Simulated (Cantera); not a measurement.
Charge: 1 mol PbO, 0.81 mol CO, 0.5 mol N2, at 1198 K.

Method: chemical equilibrium by Gibbs-energy minimisation in Cantera with the NASA 1993 tables (ideal gas, pure condensed phases). Candidate condensed phases: C, Pb, PbO, PbO2, Pb3O4; 27 gas species. Each liquid is taken as pure. Mutual solubility and eutectic melting of coexisting phases are not modelled. Equilibrium is a limit: real reactors are often held back by kinetics, nucleation or transport.

x: gas mole fraction; n: condensed amount in mol.

```csv
P (Pa),x CO2,x N2,x Pb,x PbO,n PbO(l),n Pb(l)
10,0.351,0.216,0.351,0.0821,0,0
100,0.357,0.220,0.357,0.0655,0.0417,0
1000,0.575,0.355,___,___,0.181,___
10000,0.614,0.379,___,___,0.189,0.801
100000,0.618,0.381,0.000624,6.55e-5,0.190,0.809
1000000,0.618,0.382,6.24e-5,6.55e-6,0.190,0.810
```

**Question.** Some entries are withheld; supply them.

**Answer.** 
- 10000, x Pb: 0.00624
- 10000, x PbO: 0.000655
- 1000, x Pb: 0.0624
- 1000, x PbO: 0.00655
- 1000, n Pb(l): 0.722
